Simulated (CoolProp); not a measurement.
Properties of R123 along the isotherm 500 K (Tc = 456.8 K, pc = 3.662 MPa, ω = 0.282).

Computed with CoolProp (reference Helmholtz-energy equation of state, Younglove 1994). It is a modified Benedict-Webb-Rubin equation, recast in Helmholtz form.

| p (MPa) | phase | speed of sound (m/s) | fugacity coefficient |
|---|---|---|---|
| 0.00579 | gas | 170.2 | 0.9996 |
| 0.011 | gas | 170.2 | 0.9993 |
| 0.0208 | gas | 170.1 | 0.9986 |
| 0.0394 | gas | ? | 0.9973 |
| 0.0748 | gas | 169.6 | 0.9949 |
| 0.142 | gas | 168.9 | 0.9904 |
| 0.269 | gas | 167.7 | 0.9818 |
| 0.509 | gas | 165.3 | 0.9657 |
| 0.966 | gas | ? | 0.9353 |
| 1.83 | gas | ? | 0.8787 |

Problem. Complete the blanks.

Solution. 
- 0.0394, speed of sound (m/s): 169.9
- 0.966, speed of sound (m/s): 160.5
- 1.83, speed of sound (m/s): 150.8
